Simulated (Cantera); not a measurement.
Ignition delay

Mixture: CH4 : H2 : O2 : N2 : H2O = 1 : 0.39 : 2.19 : 8.25 : 0.084 (molar parts), equivalence ratio 1.0, at 443 Torr, adiabatic and at constant volume. Ignition delay is the time to a rise of 400 K.

Cantera simulation using GRI-Mech 3.0 (53 species, 325 reactions); the numbers are that mechanism's predictions, not measurements.

```json
[
 {"T0 (K)": "1125", "delay (ms)": "10.1"},
 {"T0 (K)": "1200", "delay (ms)": "4.83"},
 {"T0 (K)": "1275", "delay (ms)": "2.42"},
 {"T0 (K)": "1350", "delay (ms)": "1.29"},
 {"T0 (K)": "1425", "delay (ms)": "0.737"},
 {"T0 (K)": "1500", "delay (ms)": "0.448"},
 {"T0 (K)": "1575", "delay (ms)": "0.287"},
 {"T0 (K)": "1650", "delay (ms)": "0.191"},
 {"T0 (K)": "1725", "delay (ms)": "0.131"},
 {"T0 (K)": "1800", "delay (ms)": "0.0920"}
]
```

```
Item                                                    Result
--------------------------------------------------  ----------
apparent activation energy between 1650 and 1800 K  120 kJ/mol
```
